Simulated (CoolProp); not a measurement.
Propylene glycol at several states: Z from the reference equation and from simpler models built on Tc = 674.0 K, pc = 7292 kPa, ω = 0.327; each cubic takes its own stable root.

Model: reference Helmholtz-energy equation of state, Eisenbach 2021, in CoolProp.

| T (K) | p (kPa) | phase | reference |
|---|---|---|---|
| 295.4 | 13500 | liquid | 0.4017 |
| 400.7 | 29.6 | liquid | 0.0007122 |
| 571.8 | 5210 | liquid | 0.1088 |
| 493.2 | 4750 | liquid | 0.1020 |
| 570.6 | 25.8 | gas | 0.9978 |

Task: How far does each simpler model (Soave-Redlich-Kwong, Peng-Robinson) lie from the reference over these 5 states: mean and median of the absolute difference, and the worst?

Result: 
- Soave-Redlich-Kwong: mean 27872.9 %, median 2.3 %, worst +139355.2 % at 400.7 K and 29.6 kPa
- Peng-Robinson: mean 27870.6 %, median 9.5 %, worst +139327.1 % at 400.7 K and 29.6 kPa

At some of these states Soave-Redlich-Kwong, Peng-Robinson gives the other phase, because its saturation line lies elsewhere.
